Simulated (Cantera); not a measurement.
Feed: 1 mol CaCO3, 0.1 mol H2, held at 1877 °C and 0.150 bar.

Method: chemical equilibrium by Gibbs-energy minimisation in Cantera with the NASA 1993 tables (ideal gas, pure condensed phases). Rates play no part.

```
species                before    after
-------------------  --------  -------
H2                    0.00219    0.784
CH4                     <1e-9    0.108
H2O                    0.0863    0.108
CO2                     0.797  4.09e-7
CO                      0.104  7.27e-8
Ca(OH)2               2.60e-5    <1e-9
O2                    0.00709    <1e-9
OH                    0.00259    <1e-9
H                    0.000510    <1e-9
O                    0.000425    <1e-9
CaO(s), mol             1.000        0
CaCO3(calcite), mol         0    0.991
Ca(OH)2(s), mol             0  0.00888
```
Gas species are given as mole fractions.

**Question.** Name the change that produced these shifts.
A) temperature from 1877 °C to 300 °C
B) H2 from 0.1 to 0.83 mol
C) H2 from 0.1 to 6.5 mol
D) H2 from 0.1 to 0.023 mol

**Answer.** A, temperature from 1877 °C to 300 °C
